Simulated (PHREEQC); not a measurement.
0.03 g of hydrous ferric oxide (600 m²/g; 0.2 weak and 0.005 strong sites per Fe, Dzombak-Morel constants, diffuse double layer) in 1 kg of water with 0.001 mol/kgw of an inert sodium salt and 0.13 mmol/kgw NaH2PO4 and 0.002 mmol/kgw Na2SeO4, at 25 °C; the pH is set by adding NaOH or the inert anion's acid. O2 is buffered at 0.21 atm. The system is closed to CO2. Precipitation was switched off in this run.

Base run: PHREEQC, ion-association model, wateq4f.dat. Each further column changes one thing. The table gives P sorbed (%).

```
pH     base  no electrostatic term (-no_edl)  background salt from 0.001 to 0.0001 mol/kgw  oxide from 0.03 to 0.15 g/kgw
-----  ----  -------------------------------  --------------------------------------------  -----------------------------
4      48.4                             35.8                                          48.6                              …
5.33   41.3                             37.8                                             …                           99.9
6      36.3                             41.8                                          36.3                           99.8
7.33   25.8                             48.3                                          25.8                              …
8.67    9.6                                …                                           9.7                              …
10      0.3                             30.4                                           0.3                            1.5
10.67   0.0                             14.2                                           0.0                            0.1
12      0.0                              0.5                                           0.0                            0.0
```

Question: Some entries are withheld; supply them.

Answer: 
- 4, oxide from 0.03 to 0.15 g/kgw: 100.0
- 5.33, background salt from 0.001 to 0.0001 mol/kgw: 41.4
- 7.33, oxide from 0.03 to 0.15 g/kgw: 93.9
- 8.67, no electrostatic term (-no_edl): 46.8
- 8.67, oxide from 0.03 to 0.15 g/kgw: 41.6

H3PO4, which wateq4f.dat lacks, is added to it with the constant of phreeqc.dat.
